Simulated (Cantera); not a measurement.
**Hydrocarbon pyrolysis for carbon deposition**

An isothermal, constant-pressure homogeneous reactor starts with CH4 : N2 = 1 : 9.8 (molar parts), at 1698 K and 1.01 bar.

Cantera simulation using GRI-Mech 3.0 (53 species, 325 reactions); the numbers are that mechanism's predictions, not measurements. GRI-Mech 3.0 stops at C3 and has no aromatics, soot or wall deposition, so with more carbon than oxygen in the feed, carbon stays in small species such as C2H2 where larger ones or solid carbon would form.

```json
[
 {"t (s)": "0.000600", "x CH4": "0.0906", "x H": "1.92e-6", "x C2H6": "0.000219", "x CH3": "0.000595", "x C2H4": "0.000435"},
 {"t (s)": "0.00155", "x CH4": "0.0841", "x H": "6.46e-6", "x C2H6": "0.000442", "x CH3": "0.000803", "x C2H4": "0.00242"},
 {"t (s)": "0.00399", "x CH4": "0.0691", "x H": "1.44e-5", "x C2H6": "0.000251", "x CH3": "0.000615", "x C2H4": "0.00338"},
 {"t (s)": "0.0103", "x CH4": "0.0503", "x H": "2.32e-5", "x C2H6": "9.89e-5", "x CH3": "0.000399", "x C2H4": "0.00122"},
 {"t (s)": "0.0265", "x CH4": "0.0306", "x H": "3.27e-5", "x C2H6": "3.25e-5", "x CH3": "0.000236", "x C2H4": "0.000455"},
 {"t (s)": "0.0682", "x CH4": "0.0150", "x H": "4.14e-5", "x C2H6": "7.69e-6", "x CH3": "0.000118", "x C2H4": "0.000261"},
 {"t (s)": "0.176", "x CH4": "0.00629", "x H": "4.72e-5", "x C2H6": "1.39e-6", "x CH3": "5.07e-5", "x C2H4": "0.000244"},
 {"t (s)": "0.453", "x CH4": "0.00258", "x H": "5.00e-5", "x C2H6": "2.59e-7", "x CH3": "2.12e-5", "x C2H4": "0.000253"},
 {"t (s)": "1.17", "x CH4": "0.00137", "x H": "5.10e-5", "x C2H6": "9.18e-8", "x CH3": "1.13e-5", "x C2H4": "0.000258"},
 {"t (s)": "3.01", "x CH4": "0.00118", "x H": "5.12e-5", "x C2H6": "7.53e-8", "x CH3": "9.81e-6", "x C2H4": "0.000259"},
 {"t (s)": "7.76", "x CH4": "0.00118", "x H": "5.12e-5", "x C2H6": "7.51e-8", "x CH3": "9.78e-6", "x C2H4": "0.000259"},
 {"t (s)": "20.0", "x CH4": "0.00118", "x H": "5.12e-5", "x C2H6": "7.51e-8", "x CH3": "9.78e-6", "x C2H4": "0.000259"}
]
```
x: mole fraction; the columns are a selection and need not sum to one.

Equilibrium at this temperature and pressure: CH4 0.000662, H 5.14e-5, C2H6 2.34e-8, CH3 5.47e-6, C2H4 8.03e-5 (gas phase only).
